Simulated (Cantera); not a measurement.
Input: 1 mol Ti(OiPr)₄, 0.18 mol C₃H₈, 6.2 mol H₂, held at 1800 K and 1330 Pa.

Cantera equilibrium calculation (NASA polynomials, part measured and part estimated; ideal gas, pure solids and liquids). Candidate condensed phases: C, C₆H₆, C₇H₈, C₈H₁₈, H₂O, Ti, TiC, TiO, TiO₂, Ti₂O₃, Ti₃O₅, Ti₄O₇; 113 gas species. The feed counts by its element totals alone. TiC: taken at fixed stoichiometry. Kinetics and transport are ignored.

Base state: H₂ 0.837, CO 0.160, H 0.00284, C₂H₂ (acetylene) 0.000147 (mole fractions); condensed: C(graphite) + TiC(s).

Q: What changes in the equilibrium state with this change: Ti(OiPr)₄ replaced by TiCl₄?

A: 
```
species           before     after
----------------  ------  --------
H₂                 0.837     0.637
HCl                    0     0.307
TiCl₃                  0    0.0426
CO                 0.160         0
TiCl₂                  0   0.00890
TiCl₄                  0   0.00112
Cl                     0  0.000912
C(graphite), mol    7.53         0
TiC(s), mol         1.00     0.540
```
The tables' values for TiCl₂ are old estimates; treat these amounts as uncertain. Further candidate phases: TiCl₂, TiCl₃, TiCl₄.
